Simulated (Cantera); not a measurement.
Input: 1 mol SiCl4, 0.11 mol H2O, 130 mol N2, at 460 Pa.

Cantera equilibrium calculation (NASA polynomials, part measured and part estimated; ideal gas, pure solids and liquids). Candidate condensed phases: H2O, NH4Cl, Si, SiO2, Si2N2O, Si3N4; 47 gas species. The tables' values for SiCl3 are old estimates; treat these amounts as uncertain. The tables hold silica as quartz up to 1696 K and as liquid above; real silica turns to tridymite and cristobalite and melts near 1996 K. Equilibrium is a limit: real reactors are often held back by kinetics, nucleation or transport.

x: gas mole fraction; n: condensed amount in mol.

| T (°C) | x N2 | x Cl | x SiCl4 | x SiCl2 | n SiO2(β-quartz) |
|---|---|---|---|---|---|
| 952 | 0.991 | 5.10e-5 | 0.00716 | 2.41e-6 | 0.0550 |
| 1002 | 0.991 | 0.000112 | 0.00710 | 8.43e-6 | 0.0550 |
| 1052 | 0.991 | 0.000234 | 0.00699 | 2.59e-5 | 0.0549 |
| 1102 | 0.991 | 0.000470 | 0.00680 | 7.07e-5 | 0.0547 |
| 1152 | 0.990 | ? | 0.00648 | ? | 0.0538 |
| 1202 | 0.989 | 0.00169 | 0.00597 | 0.000374 | 0.0503 |
| 1252 | 0.988 | 0.00303 | 0.00522 | 0.000720 | 0.0391 |
| 1302 | 0.986 | ? | ? | ? | ? |
| 1352 | 0.983 | 0.00766 | 0.00289 | 0.00219 | 0 |
| 1402 | 0.981 | 0.0102 | 0.00161 | 0.00347 | 0 |
| 1452 | 0.978 | 0.0123 | 0.000692 | 0.00469 | 0 |
| 1502 | 0.977 | 0.0137 | 0.000239 | 0.00556 | 0 |

### Question
Fill in the missing entries.

### Answer

- 1302, x Cl: 0.00524
- 1302, x SiCl4: 0.00419
- 1302, x SiCl2: 0.00121
- 1302, n SiO2(β-quartz): 0.00719
- 1152, x Cl: 0.000907
- 1152, x SiCl2: 0.000172
